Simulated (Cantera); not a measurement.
A Cantera script and what it prints.

```python
import numpy as np
import cantera as ct

gas_names = """
    CL CL2 H HCL H2 Si SiCL SiCL2 SiCL3 SiCL4 SiH SiHCL3 SiH2 SiH2CL2 SiH3 SiH3CL SiH4 Si2 Si3
""".split()
cond_names = """
    Si(cr) Si(L)
""".split()


# ... load() reads the species with a 1 bar reference pressure and builds the phases ...
atoms = {
    'Si2H6': {'Si': 2, 'H': 6},
    'HCl': {'H': 1, 'CL': 1},
    'H2': {'H': 2},
    'Cl2': {'CL': 2},
}
top_T = {}  # K; cautious upper limits of use, not melting points


# ... equilibrate(T, P, feed) seeds the gas with the atoms and calls Mixture.equilibrate('TP', solver="vcs", rtol=1e-11, max_steps=5000) ...
results = []
feed = {'Si2H6': 1, 'HCl': 4, 'H2': 16, 'Cl2': 0.051}  # mol
T = 1023.15  # K
P = 1000  # Pa
mix = equilibrate(T, P, feed)
results.append((T, P, feed, dict(zip(mix.species_names, mix.species_moles))))
x = sorted(zip(gas.X, gas.species_names), reverse=True)
print(f"T = {T:g} K  P = {P:g} Pa  gas = {mix.phase_moles(0):.4g} mol")
print("   x: " + "  ".join(f"{s} {v:.3e}" for v, s in x if v > 0.001))
print("   condensed (mol): " + ("  ".join(f"{mix.phase(i).name} {mix.phase_moles(i):.4g}"
      for i in range(1, mix.n_phases) if mix.phase_moles(i) > 1e-12) or "none"))
```

Result:

```
T = 1023.15 K  P = 1000 Pa  gas = 22.2 mol
   x: H2 9.257e-01  HCL 3.303e-02  SiCL4 3.013e-02  SiHCL3 7.154e-03  SiCL2 2.096e-03  SiCL3 1.730e-03
   condensed (mol): Si(cr) 1.083
```

Cantera equilibrium calculation (NASA polynomials, part measured and part estimated; ideal gas, pure solids and liquids). The feed counts by its element totals alone. The tables' values for SiCl3 are old estimates; treat these amounts as uncertain.
